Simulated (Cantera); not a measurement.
Input (Python, Cantera):

```python
import numpy as np
import cantera as ct

gas = ct.Solution("h2o2.yaml")
gas.TPX = 350, 1500000, {'H2': 1, 'O2': 0.333, 'N2': 1.25}
inlet = ct.Reservoir(gas, clone=True)
gas.equilibrate("HP")  # start burning
reactor = ct.IdealGasConstPressureReactor(gas, energy="on", clone=False)
exhaust = ct.Reservoir(gas, clone=True)
tau = [0.021, 0.012, 0.0069, 0.004, 0.0023, 0.0013, 0.00078, 0.00045, 0.00026, 0.00015, 8.7e-05, 5e-05, 2.9e-05][0]
for a, b in ((inlet, reactor), (reactor, exhaust)):
    ct.MassFlowController(a, b, mdot=lambda t: reactor.mass / tau)
net = ct.ReactorNet([reactor])
show = ['H2', 'O2', 'O', 'OH', 'H2O', 'H', 'HO2']

rows = []
print(f"{'tau/s':>10s}{'T/K':>9s}" + "".join(f"{s:>11s}" for s in show))
for tau in [0.021, 0.012, 0.0069, 0.004, 0.0023, 0.0013, 0.00078, 0.00045, 0.00026, 0.00015, 8.7e-05, 5e-05, 2.9e-05]:
    net.initial_time = 0.0
    net.advance(30 * tau)
    before = gas.X
    net.advance(40 * tau)
    drift = np.max(np.abs(gas.X - before) / (gas.X + 1e-9))
    rows.append([gas.T, *gas[show].X, drift])
    print(f"{tau:10.3e}{gas.T:9.1f}" + "".join(f"{x:11.3e}" for x in gas[show].X))
```

Result:

```
     tau/s      T/K         H2         O2          O         OH        H2O          H        HO2
 2.100e-02   2300.3  1.480e-01  2.015e-05  1.875e-06  3.584e-04  2.954e-01  1.115e-03  1.727e-08
 1.200e-02   2299.4  1.480e-01  3.200e-05  2.218e-06  3.877e-04  2.953e-01  1.208e-03  2.788e-08
 6.900e-03   2298.1  1.479e-01  4.947e-05  2.803e-06  4.331e-04  2.952e-01  1.352e-03  4.632e-08
 4.000e-03   2296.1  1.479e-01  7.395e-05  3.788e-06  4.999e-04  2.950e-01  1.564e-03  7.827e-08
 2.300e-03   2293.3  1.478e-01  1.082e-04  5.489e-06  5.970e-04  2.948e-01  1.875e-03  1.358e-07
 1.300e-03   2289.2  1.477e-01  1.567e-04  8.485e-06  7.360e-04  2.944e-01  2.325e-03  2.429e-07
 7.800e-04   2284.3  1.476e-01  2.154e-04  1.292e-05  9.007e-04  2.940e-01  2.864e-03  4.113e-07
 4.500e-04   2277.3  1.474e-01  3.016e-04  2.069e-05  1.128e-03  2.934e-01  3.622e-03  7.243e-07
 2.600e-04   2268.3  1.472e-01  4.210e-04  3.334e-05  1.414e-03  2.927e-01  4.598e-03  1.261e-06
 1.500e-04   2256.5  1.470e-01  5.889e-04  5.373e-05  1.768e-03  2.917e-01  5.844e-03  2.158e-06
 8.700e-05   2241.6  1.467e-01  8.229e-04  8.573e-05  2.190e-03  2.904e-01  7.398e-03  3.586e-06
 5.000e-05   2222.1  1.465e-01  1.160e-03  1.367e-04  2.696e-03  2.887e-01  9.374e-03  5.858e-06
 2.900e-05   2197.6  1.463e-01  1.631e-03  2.137e-04  3.266e-03  2.865e-01  1.178e-02  9.273e-06
```

Computed with Cantera and the H2/O2 subset of GRI-Mech 3.0, which has no nitrogen chemistry. The hydrogen kinetics of GRI-Mech 3.0 are dated; newer H2 mechanisms differ, most at raised pressure. The pressure lies above the range GRI-Mech 3.0 was tuned for (to about 10 atm).
